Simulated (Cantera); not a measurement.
An isothermal, constant-pressure homogeneous reactor starts with 1.82 % CH4, 98.0 % H2, 0.151 % H2O, at 1875 K and 0.0132 atm.

Detailed kinetics in Cantera: GRI-Mech 3.0 (53 species, 325 reactions). GRI-Mech 3.0 stops at C3 and has no aromatics, soot or wall deposition, so with more carbon than oxygen in the feed, carbon stays in small species such as C2H2 where larger ones or solid carbon would form. Radical loss at walls, strong at low pressure, is not modelled.

One state of this run: x CH4 = 0.0177; x H2 = 0.979; x H = 0.000971; x C2H6 = 2.44e-7; x CH3 = 0.000352; x C2H4 = 1.19e-5. x: mole fraction; the columns are a selection and need not sum to one.

Question: Which value of t (s) does it belong to?
A. 0.115
B. 0.351
C. 0.0124
D. 0.000142

Answer: C, 0.0124
